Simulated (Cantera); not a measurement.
# Thermodynamics of silicon epitaxy and polysilicon growth, feed SiHCl3 + Cl2 + H2 + HCl

A closed system holds: 1 mol SiHCl3, 0.015 mol Cl2, 5.3 mol H2, 0.02 mol HCl, held at 16.0 mbar.

Cantera equilibrium calculation (NASA polynomials, part measured and part estimated; ideal gas, pure solids and liquids). Candidate condensed phases: Si; 19 gas species. The tables' values for SiCl3 are old estimates; treat these amounts as uncertain. Kinetics and transport are ignored.

```json
[
 {"T (K)": "873", "x H2": "0.871", "x HCl": "0.00917", "x SiCl4": "0.0984", "x SiCl2": "0.000122", "x SiHCl3": "0.0200", "x SiCl3": "0.000453", "n Si(s)": "0.217"},
 {"T (K)": "948", "x H2": "0.864", "x HCl": "0.0196", "x SiCl4": "0.0953", "x SiCl2": "0.000677", "x SiHCl3": "0.0189", "x SiCl3": "0.00138", "n Si(s)": "0.233"},
 {"T (K)": "1023", "x H2": "0.850", "x HCl": "0.0368", "x SiCl4": "0.0888", "x SiCl2": "0.00284", "x SiHCl3": "0.0173", "x SiCl3": "0.00345", "n Si(s)": "0.253"},
 {"T (K)": "1098", "x H2": "0.829", "x HCl": "0.0617", "x SiCl4": "0.0770", "x SiCl2": "0.00933", "x SiHCl3": "0.0151", "x SiCl3": "0.00715", "n Si(s)": "0.271"},
 {"T (K)": "1173", "x H2": "0.800", "x HCl": "0.0926", "x SiCl4": "0.0586", "x SiCl2": "0.0243", "x SiHCl3": "0.0118", "x SiCl3": "0.0120", "n Si(s)": "0.271"},
 {"T (K)": "1248", "x H2": "0.767", "x HCl": "0.123", "x SiCl4": "0.0359", "x SiCl2": "0.0497", "x SiHCl3": "0.00786", "x SiCl3": "0.0157", "n Si(s)": "0.237"},
 {"T (K)": "1323", "x H2": "0.740", "x HCl": "0.146", "x SiCl4": "0.0164", "x SiCl2": "0.0785", "x SiHCl3": "0.00423", "x SiCl3": "0.0154", "n Si(s)": "0.182"}
]
```
x: gas mole fraction; n: condensed amount in mol.

From 873 K to 1323 K the condensed part is Si(s). The main Si-bearing gas is SiCl4 at 873 K and SiCl2 at 1323 K.
